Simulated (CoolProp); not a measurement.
Vapour-liquid equilibrium of n-hexane (1) + m-xylene (2) at 0.0198 bar; x and y are mole fractions of (1).

Model: multi-fluid Helmholtz-energy mixture model, Thol 2019 and Zhou 2012; pair parameters Bell 2016, in CoolProp.

| x | bubble temperature (°C) | y at the bubble point | dew temperature at overall composition x (°C) | liquid density (mol/L) |
|---|---|---|---|---|
| 0.05 | 23.2 | (withheld) | 34.4 | 8.095 |
| 0.2 | 2.7 | 0.892 | 31.4 | 8.205 |
| 0.35 | -6.9 | (withheld) | 28.0 | 8.224 |
| 0.5 | -11.9 | 0.976 | 23.8 | 8.202 |
| 0.65 | -14.7 | 0.985 | 18.3 | 8.159 |
| 0.8 | -16.6 | 0.991 | (withheld) | 8.110 |
| 0.95 | -18.4 | 0.997 | (withheld) | 8.063 |

Task: What belongs in the gaps?

Result: 
- 0.05, y at the bubble point: 0.518
- 0.35, y at the bubble point: 0.957
- 0.8, dew temperature at overall composition x (°C): 10.5
- 0.95, dew temperature at overall composition x (°C): -5.6

No azeotrope shows between x = 0.05 and 0.95.

The pair parameters rest on a limited set of measurements; away from them the model extrapolates.
